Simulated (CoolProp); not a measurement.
Computed with CoolProp (reference Helmholtz-energy equation of state, Thol 2019).

Problem. Give the vapour pressure (kPa), liquid density (kg/m³), vapour density (kg/m³), enthalpy of vaporisation (kJ/kg) of saturated dodecamethylpentasiloxane (MD3M) at 496, 549.1 K.

Solution. 
| T (K) | p (kPa) | liquid density (kg/m³) | vapour density (kg/m³) | enthalpy of vaporisation (kJ/kg) |
|---|---|---|---|---|
| 496 | 86.0 | 663 | 8.87 | 113 |
| 549.1 | 263 | 589 | 28.1 | 90.9 |
